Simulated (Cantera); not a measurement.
A perfectly stirred reactor is fed with C2H6 : N2 = 1 : 940 (molar parts), at 0.00197 atm; it is held at 1500 K, and followed from long to short residence time.

Detailed kinetics in Cantera: GRI-Mech 3.0 (53 species, 325 reactions). GRI-Mech 3.0 stops at C3 and has no aromatics, soot or wall deposition, so with more carbon than oxygen in the feed, carbon stays in small species such as C2H2 where larger ones or solid carbon would form. Radical loss at walls, strong at low pressure, is not modelled.

One state of this run: x C2H6 = 0.00104; x CH2 = 1.37e-9; x H2 = 2.42e-8; x HCN = <1e-12; x CH4 = 6.86e-8. x: mole fraction; the columns are a selection and need not sum to one.

**Question.** Which value of τ (s) does it belong to?
A) 0.043
B) 0.0047
C) 0.0016
D) 0.014

**Answer.** C, 0.0016
